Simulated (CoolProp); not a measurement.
A single-stage vapour-compression cycle with CH2F2 (R32): evaporating at 292.15 K (dew point), condensing at 340.15 K (bubble point), superheat 5 K, subcooling 2 K, compressor efficiency 0.9, no pressure losses. Each further row changes one setting.

Model: reference Helmholtz-energy equation of state, Tillner-Roth 1997, in CoolProp.

```json
[
 {"case": "as stated", "cooling COP": "3.59", "pressure ratio": "3.19", "discharge temperature (K)": "381.5", "refrigerating effect (kJ/kg)": "190", "volumetric capacity (kJ/m³)": "7220"},
 {"case": "evaporating temperature 297.15 K", "cooling COP": "___", "pressure ratio": "___", "discharge temperature (K)": "___", "refrigerating effect (kJ/kg)": "190", "volumetric capacity (kJ/m³)": "8350"},
 {"case": "condensing temperature 335.15 K", "cooling COP": "4.27", "pressure ratio": "___", "discharge temperature (K)": "373.0", "refrigerating effect (kJ/kg)": "203", "volumetric capacity (kJ/m³)": "7730"},
 {"case": "subcooling 7 K", "cooling COP": "___", "pressure ratio": "3.19", "discharge temperature (K)": "381.5", "refrigerating effect (kJ/kg)": "205", "volumetric capacity (kJ/m³)": "7790"},
 {"case": "superheat 15 K", "cooling COP": "3.57", "pressure ratio": "3.19", "discharge temperature (K)": "393.1", "refrigerating effect (kJ/kg)": "203", "volumetric capacity (kJ/m³)": "7200"},
 {"case": "compressor efficiency 0.8", "cooling COP": "3.19", "pressure ratio": "3.19", "discharge temperature (K)": "___", "refrigerating effect (kJ/kg)": "190", "volumetric capacity (kJ/m³)": "7220"}
]
```

### Question
Some entries are withheld; supply them.

### Answer

- evaporating temperature 297.15 K, cooling COP: 4.15
- evaporating temperature 297.15 K, pressure ratio: 2.78
- evaporating temperature 297.15 K, discharge temperature (K): 377.0
- condensing temperature 335.15 K, pressure ratio: 2.87
- subcooling 7 K, cooling COP: 3.88
- compressor efficiency 0.8, discharge temperature (K): 385.9
